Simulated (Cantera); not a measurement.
An adiabatic, constant-volume homogeneous reactor starts with CH4 : O2 : N2 = 1 : 1.05 : 3.96 (molar parts), equivalence ratio 1.9, at 1173 K and 10.0 bar. Integrator tolerance rtol = 1e-08.

Detailed kinetics in Cantera: GRI-Mech 3.0 (53 species, 325 reactions).

Task: What does this change do: 0.31 parts CO2 added?

Result: 
```tsv
quantity	before	after
time of steepest temperature rise	8.90 ms	9.52 ms
temperature at 0.700 s	2644 K	2535 K
equilibrium temperature	2644 K	2535 K
x(CH4) at 0.700 s	3.55e-9 (gas-phase equilibrium 3.96e-9)	2.33e-9 (gas-phase equilibrium 2.59e-9)
x(O2) at 0.700 s	4.63e-6 (gas-phase equilibrium 4.63e-6)	4.02e-6 (gas-phase equilibrium 4.02e-6)
x(HCO) at 0.700 s	1.31e-6 (gas-phase equilibrium 1.31e-6)	9.83e-7 (gas-phase equilibrium 9.83e-7)
x(CO) at 0.700 s	0.125 (gas-phase equilibrium 0.125)	0.147 (gas-phase equilibrium 0.147)
x(O) at 0.700 s	1.20e-5 (gas-phase equilibrium 1.20e-5)	6.95e-6 (gas-phase equilibrium 6.95e-6)
x(H2O) at 0.700 s	0.139 (gas-phase equilibrium 0.139)	0.160 (gas-phase equilibrium 0.160)
```
